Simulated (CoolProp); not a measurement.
Vapour-liquid equilibrium of n-hexane (1) + n-decane (2) at 144.25 °C; x and y are mole fractions of (1).

The numbers come from the multi-fluid Helmholtz-energy mixture model, Thol 2019 and Lemmon 2006; pair parameters Kunz 2012 in CoolProp.

```json
[
 {"x": "0.05", "bubble pressure, mixture model (bar)": "0.6972", "bubble pressure, Raoult's law (bar)": "0.7573", "y, mixture model": "0.384", "y, Raoult's law": "0.444"},
 {"x": "0.2", "bubble pressure, mixture model (bar)": "1.495", "bubble pressure, Raoult's law (bar)": "1.699", "y, mixture model": "0.746", "y, Raoult's law": "0.791"},
 {"x": "0.35", "bubble pressure, mixture model (bar)": "2.352", "bubble pressure, Raoult's law (bar)": "2.641", "y, mixture model": "0.862", "y, Raoult's law": "0.891"},
 {"x": "0.5", "bubble pressure, mixture model (bar)": "3.266", "bubble pressure, Raoult's law (bar)": "3.583", "y, mixture model": "0.919", "y, Raoult's law": "0.938"},
 {"x": "0.65", "bubble pressure, mixture model (bar)": "4.236", "bubble pressure, Raoult's law (bar)": "4.525", "y, mixture model": "0.954", "y, Raoult's law": "0.966"},
 {"x": "0.8", "bubble pressure, mixture model (bar)": "5.260", "bubble pressure, Raoult's law (bar)": "5.467", "y, mixture model": "0.977", "y, Raoult's law": "0.984"},
 {"x": "0.95", "bubble pressure, mixture model (bar)": "6.344", "bubble pressure, Raoult's law (bar)": "6.408", "y, mixture model": "0.995", "y, Raoult's law": "0.997"}
]
```

The largest gap from Raoult's law is -12.0 % in bubble pressure, at x = 0.2. No azeotrope shows between x = 0.05 and 0.95.

Pair parameters are fitted to limited data, so mixtures are less certain than the pure fluids.
